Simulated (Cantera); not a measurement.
Cantera run:

```python
import numpy as np
import cantera as ct

gas_names = """
    CL CLO CL2 Fe FeCL FeCL2 FeCL3 FeO Fe(OH)2 Fe2CL4 Fe2CL6 H HCL HNO HNO2 HNO3 HOCL HO2 H2 H2O H2O2 N
    NH NH2 NH3 NH2OH NO NO2 NO3 N2 N2H2 N2H4 N2O O OH O2 O3
""".split()
cond_names = """
    Fe(a) Fe(c) Fe(d) Fe(L) FeCL2(s) FeCL2(L) FeCL3(s) FeCL3(L) FeO(s) FeO(L) Fe(OH)2(s) Fe(OH)3(s)
    Fe2O3(s) Fe3O4(s) H2O(s) H2O(L) NH4CL(a) NH4CL(b)
""".split()


# ... load() reads the species with a 1 bar reference pressure and builds the phases ...
atoms = {
    'FeCl3': {'Fe': 1, 'CL': 3},
    'H2O': {'H': 2, 'O': 1},
    'N2': {'N': 2},
}
top_T = {'Fe2O3(s)': 1830, 'Fe3O4(s)': 1870}  # K; cautious upper limits of use, not melting points


# ... equilibrate(T, P, feed) seeds the gas with the atoms and calls Mixture.equilibrate('TP', solver="vcs", rtol=1e-11, max_steps=5000) ...
results = []
feed = {'FeCl3': 1, 'H2O': 1.5, 'N2': 440}  # mol
T = 1375  # K
P = 13332.2  # Pa
mix = equilibrate(T, P, feed)
results.append((T, P, feed, dict(zip(mix.species_names, mix.species_moles))))
x = sorted(zip(gas.X, gas.species_names), reverse=True)
print(f"T = {T:g} K  P = {P:g} Pa  gas = {mix.phase_moles(0):.4g} mol")
print("   x: " + "  ".join(f"{s} {v:.3e}" for v, s in x if v > 1e-05))
print("   condensed (mol): " + ("  ".join(f"{mix.phase(i).name} {mix.phase_moles(i):.4g}"
      for i in range(1, mix.n_phases) if mix.phase_moles(i) > 1e-12) or "none"))
```

Result:

```
T = 1375 K  P = 13332.2 Pa  gas = 443.2 mol
   x: N2 9.929e-01  HCL 5.007e-03  H2O 8.810e-04  FeCL2 7.738e-04  O2 2.548e-04  CL 1.810e-04  NO 2.456e-05
   condensed (mol): Fe3O4(s) 0.2181
```

These are equilibrium values from Cantera (NASA tables, ideal gas, pure condensed phases), not measurements of a reactor.
